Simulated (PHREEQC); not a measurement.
**Polishing slurry liquid: an equilibrium model**

Solution (20 °C): 0.0098 mol/kgw NH3, 1.9e-05 mol/kgw H4SiO4 and 4.3e-05 mol/kgw KH2PO4. Closed to the air; pH follows from the charge balance.

The numbers come from PHREEQC with the ion-association model, phreeqc.dat.

```yaml
pH: 10.74
ionic_strength: 0.000531 mol/kgw
specific_conductance: 101 µS/cm
total_alkalinity: 9.80 meq/kg
```

| species | molality | activity | log γ |
|---|---|---|---|
| NH3 | 0.00936 | 0.00936 | 0.000 |
| NH4+ | 0.000443 | 0.000432 | -0.011 |
| OH- | 0.000383 | 0.000373 | -0.011 |
| K+ | 4.30e-5 | 4.19e-5 | -0.011 |
| HPO4-2 | 4.19e-5 | 3.78e-5 | -0.045 |
| H3SiO4- | 1.65e-5 | 1.61e-5 | -0.011 |
| H4SiO4 | 2.40e-6 | 2.40e-6 | 0.000 |
| PO4-3 | 1.06e-6 | 8.39e-7 | -0.102 |
| H2SiO4-2 | 4.74e-8 | 4.27e-8 | -0.045 |
| H2PO4- | 1.18e-8 | 1.15e-8 | -0.011 |

Precipitation was switched off in this run.
